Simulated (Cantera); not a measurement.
A freely propagating, adiabatic, planar premixed flame of 29.6 % H₂, 14.8 % O₂, 55.6 % N₂, equivalence ratio 1.0, unburnt at 325 K and 100000 Pa; mixture-averaged transport, grid criteria slope 0.08 and curve 0.16, no radiation.

Computed with Cantera and the H2/O2 subset of GRI-Mech 3.0, which has no nitrogen chemistry. Burning velocities carry a grid error of a few per cent, more on coarse grids.

x: mole fraction of selected species; z is measured from the peak of heat release.

```tsv
z (mm)	T (K)	u (m/s)	x H₂	x O₂	x O	x H₂O₂	x HO₂	x H₂O
-1.07	325	2.65	0.296	0.148	<1e-8	<1e-8	<1e-8	<1e-8
-0.714	325	2.65	0.296	0.148	<1e-8	<1e-8	<1e-8	<1e-8
-0.536	325	2.65	0.296	0.148	<1e-8	<1e-8	<1e-8	1.01e-8
-0.357	325	2.65	0.296	0.148	<1e-8	<1e-8	4.43e-8	3.68e-7
-0.179	336	2.71	0.289	0.149	5.13e-7	3.85e-6	2.88e-5	0.000185
-0.0893	?	4.35	?	0.148	?	?	?	?
0	1053	7.92	0.171	0.120	0.00226	2.29e-5	0.000137	0.0870
0.0893	?	10.5	?	?	?	?	?	?
0.179	1597	11.8	0.0511	0.0371	0.00991	2.59e-6	2.97e-5	0.235
0.357	1774	13.0	0.0415	0.0261	0.00916	1.28e-6	1.72e-5	0.256
0.714	1941	14.1	0.0384	0.0215	0.00696	6.45e-7	1.12e-5	0.269
1.43	2090	15.0	0.0333	0.0174	0.00470	3.81e-7	7.05e-6	0.283
2.86	2213	15.7	0.0270	0.0136	0.00288	2.59e-7	4.30e-6	0.297
```

Question: What belongs in the gaps?

Answer: 
- -0.0893, T (K): 558
- -0.0893, x H₂: 0.254
- -0.0893, x O: 8.55e-5
- -0.0893, x H₂O₂: 0.000110
- -0.0893, x HO₂: 0.000443
- -0.0893, x H₂O: 0.0150
- 0.0893, T (K): 1409
- 0.0893, x H₂: 0.0863
- 0.0893, x O₂: 0.0659
- 0.0893, x O: 0.00783
- 0.0893, x H₂O₂: 4.49e-6
- 0.0893, x HO₂: 5.94e-5
- 0.0893, x H₂O: 0.186
